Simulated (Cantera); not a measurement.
Cantera run:

```python
import numpy as np
import cantera as ct

gas_names = """
    C CH CH2 CH3 CH2OH CH3O CH4 CH3OH CO CO2 COOH C2 C2H CHCO,ketyl C2H2,acetylene C2H2,vinylidene
    CH2CO,ketene C2H3,vinyl CH3CO,acetyl C2H4 C2H4O,ethylen CH3CHO,ethanal CH3COOH (HCOOH)2 C2H5 C2H6
    CH3OCH3 C2H5OH C2O C3 C3H3,propargyl C3H4,allene C3H4,propyne C3H4,cyclo- C3H5,allyl C3H6,propylene
    C3H6,cyclo- C3H6O C3H7,n-propyl C3H7,i-propyl C3H8 C3H8O,1propanol C3H8O,2propanol C3O2 C4 C4H2
    C4H4,1,3-cyclo- C4H6,butadiene C4H6,2-butyne C4H6,cyclo- C4H8,1-butene C4H8,cis2-buten
    C4H8,tr2-butene C4H8,isobutene C4H8,cyclo- (CH3COOH)2 C4H9,n-butyl C4H9,i-butyl C4H9,s-butyl
    C4H9,t-butyl C4H10,isobutane C4H10,n-butane C5 C5H6,1,3cyclo- C5H8,cyclo- C5H10,1-pentene
    C5H10,cyclo- C5H11,pentyl C5H11,t-pentyl C5H12,n-pentane C5H12,i-pentane CH3C(CH3)2CH3 C6H2
    C6H5,phenyl C6H5O,phenoxy C6H6 C6H5OH,phenol C6H10,cyclo- C6H12,1-hexene C6H12,cyclo- C6H13,n-hexyl
    C7H7,benzyl C7H8 C7H8O,cresol C7H14,1-heptene C7H15,n-heptyl C7H16,n-heptane C8H8,styrene
    C8H10,ethylbenz C8H16,1-octene C8H17,n-octyl C8H18,isooctane C8H18,n-octane C9H19,n-nonyl
    C10H8,naphthale C10H21,n-decyl C12H9,o-bipheny C12H10,bipheny H HCO HO2 H2 HCHO,formaldehy HCOOH H2O
    H2O2 O OH O2 O3 Si SiC SiC2 SiC4H12 SiH SiH2 SiH3 SiH4 SiO SiO2 Si2 Si2C Si3
""".split()
cond_names = """
    C(gr) C6H6(L) C7H8(L) C8H18(L),n-octa H2O(s) H2O(L) Si(cr) Si(L) SiC(b) SiO2(Lqz) SiO2(hqz) SiO2(L)
""".split()


def load(file, names, dense=False):
    # The tables refer to 1 bar. Condensed volumes are neglected.
    table = {s.name: s for s in ct.Species.list_from_file(file)}
    out = []
    for n in names:
        d = dict(table[n].input_data)
        d["thermo"] = dict(d["thermo"], **{"reference-pressure": 1e5})
        if dense:
            d["equation-of-state"] = {"model": "constant-volume", "density": "1e6 g/cm^3"}
        out.append(ct.Species.from_dict(d))
    return out


gas = ct.Solution(thermo="ideal-gas", species=load("nasa_gas.yaml", gas_names))
cond = {s.name: ct.Solution(thermo="fixed-stoichiometry", species=[s], name=s.name)
        for s in load("nasa_condensed.yaml", cond_names, dense=True)}
atoms = {
    'TEOS': {'Si': 1, 'C': 8, 'H': 20, 'O': 4},
    'O3': {'O': 3},
}
top_T = {'C(gr)': 4500, 'SiC(b)': 3050}  # K; cautious upper limits of use, not melting points


def equilibrate(T, P, feed):
    n = {}
    for name, mol in feed.items():
        for a, k in atoms[name].items():
            n[a] = n.get(a, 0.0) + k * mol
    gas.TPX = T, P, n
    mass = sum(n.values()) * gas.mean_molecular_weight
    gas.equilibrate("TP")
    valid = [c for c in cond.values() if c.min_temp <= T <= top_T.get(c.name, c.max_temp)]
    mix = ct.Mixture([(gas, mass / gas.mean_molecular_weight)] + [(c, 0.0) for c in valid])
    mix.T, mix.P = T, P
    mix.equilibrate("TP", solver="vcs", rtol=1e-11, max_steps=5000)
    return mix


results = []
feed = {'TEOS': 1, 'O3': 0.11}  # mol
T = 1575  # K
for P in [5, 21, 85, 350, 1400, 5900, 24000, 100000]:
    mix = equilibrate(T, P, feed)
    results.append((T, P, feed, dict(zip(mix.species_names, mix.species_moles))))
    x = sorted(zip(gas.X, gas.species_names), reverse=True)
    print(f"T = {T:g} K  P = {P:g} Pa  gas = {mix.phase_moles(0):.4g} mol")
    print("   x: " + "  ".join(f"{s} {v:.3e}" for v, s in x if v > 1e-06))
    print("   condensed (mol): " + ("  ".join(f"{mix.phase(i).name} {mix.phase_moles(i):.4g}"
          for i in range(1, mix.n_phases) if mix.phase_moles(i) > 1e-12) or "none"))
```

Result:

```
T = 1575 K  P = 5 Pa  gas = 14.37 mol
   x: H2 6.937e-01  CO 3.006e-01  H 4.895e-03  SiO 7.943e-04  C2H2,acetylene 1.464e-05  Si 1.106e-05
   condensed (mol): C(gr) 2.693  SiC(b) 0.9884
T = 1575 K  P = 21 Pa  gas = 14.35 mol
   x: H2 6.958e-01  CO 3.010e-01  H 2.392e-03  SiO 7.953e-04  C2H2,acetylene 1.468e-05  Si 2.633e-06
   condensed (mol): C(gr) 2.692  SiC(b) 0.9885
T = 1575 K  P = 85 Pa  gas = 14.34 mol
   x: H2 6.968e-01  CO 3.012e-01  H 1.190e-03  SiO 7.958e-04  C2H2,acetylene 1.470e-05
   condensed (mol): C(gr) 2.692  SiC(b) 0.9886
T = 1575 K  P = 350 Pa  gas = 14.33 mol
   x: H2 6.973e-01  CO 3.013e-01  SiO 7.961e-04  H 5.866e-04  C2H2,acetylene 1.471e-05  CH4 3.095e-06
   condensed (mol): C(gr) 2.692  SiC(b) 0.9886
T = 1575 K  P = 1400 Pa  gas = 14.33 mol
   x: H2 6.976e-01  CO 3.013e-01  SiO 7.962e-04  H 2.933e-04  C2H2,acetylene 1.472e-05  CH4 1.239e-05  H2O 3.020e-06
   condensed (mol): C(gr) 2.692  SiC(b) 0.9886
T = 1575 K  P = 5900 Pa  gas = 14.33 mol
   x: H2 6.976e-01  CO 3.013e-01  SiO 7.963e-04  H 1.429e-04  CH4 5.222e-05  C2H2,acetylene 1.472e-05  H2O 1.273e-05  CO2 1.895e-06
   condensed (mol): C(gr) 2.692  SiC(b) 0.9886
T = 1575 K  P = 24000 Pa  gas = 14.17 mol
   x: H2 7.050e-01  CO 2.938e-01  SiO 7.763e-04  CH4 2.170e-04  H 7.123e-05  H2O 5.103e-05  C2H2,acetylene 1.488e-05  CO2 7.330e-06
   condensed (mol): C(gr) 2.92  SiC(b) 0.912  SiO2(hqz) 0.07696
T = 1575 K  P = 100000 Pa  gas = 12.32 mol
   x: H2 8.094e-01  CO 1.891e-01  CH4 1.191e-03  H2O 1.571e-04  SiO 6.949e-05  H 3.739e-05  C2H2,acetylene 1.708e-05  CO2 1.265e-05  C2H4 1.926e-06  CH3 1.119e-06
   condensed (mol): C(gr) 5.656  SiO2(hqz) 0.9991
```

Method: chemical equilibrium by Gibbs-energy minimisation in Cantera with the NASA 1993 tables (ideal gas, pure condensed phases). The feed counts by its element totals alone. Mutual solubility and eutectic melting of coexisting phases are not modelled. The tables hold silica as quartz up to 1696 K and as liquid above; real silica turns to tridymite and cristobalite and melts near 1996 K.
